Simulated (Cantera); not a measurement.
A perfectly stirred reactor is fed with 27.9 % CH4, 50.1 % H2O, 22.0 % H2, at 4.93 atm; it is held at 2125 K, and followed from long to short residence time.

Computed with Cantera and GRI-Mech 3.0 (53 species, 325 reactions).

### Question
Predict: x(CH4) at τ = 1.20 s; x(H2O) at τ = 1.20 s; x(H2) at τ = 1.20 s; x(C2H6) at τ = 1.20 s; x(CO) at τ = 1.20 s; x(CH4) at τ = 43.0 ms; x(H2O) at τ = 43.0 ms; x(H2) at τ = 43.0 ms; x(C2H6) at τ = 43.0 ms; x(CO) at τ = 43.0 ms.

### Answer
```
Item                      Result
----------------------  --------
x(CH4) at τ = 1.20 s    0.000523
x(H2O) at τ = 1.20 s       0.137
x(H2) at τ = 1.20 s        0.683
x(C2H6) at τ = 1.20 s    5.24e-9
x(CO) at τ = 1.20 s        0.172
x(CH4) at τ = 43.0 ms    0.00627
x(H2O) at τ = 43.0 ms      0.154
x(H2) at τ = 43.0 ms       0.666
x(C2H6) at τ = 43.0 ms   7.66e-7
x(CO) at τ = 43.0 ms       0.160
```
